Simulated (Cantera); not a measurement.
Mixture: 8.58 % C2H4, 18.4 % O2, 69.1 % N2, 3.95 % H2O, at 27.6 atm, adiabatic and at constant pressure. Ignition delay is the time to a rise of 400 K.

Cantera simulation using GRI-Mech 3.0 (53 species, 325 reactions); the numbers are that mechanism's predictions, not measurements. GRI-Mech 3.0 was tuned for natural gas; its chemistry of ethylene as a main component is partial and can be far from experiment. The pressure lies above the range GRI-Mech 3.0 was tuned for (to about 10 atm).

**Question.** Predict: delay at 1300 K; delay at 1400 K; delay at 1500 K; delay at 1600 K; delay at 1700 K; delay at 1800 K; apparent activation energy between 1600 and 1800 K.

**Answer.** 
```
Quantity                                                Result
--------------------------------------------------  ----------
delay at 1300 K                                        82.6 µs
delay at 1400 K                                        16.9 µs
delay at 1500 K                                        4.23 µs
delay at 1600 K                                        1.57 µs
delay at 1700 K                                       0.845 µs
delay at 1800 K                                       0.548 µs
apparent activation energy between 1600 and 1800 K  130 kJ/mol
```
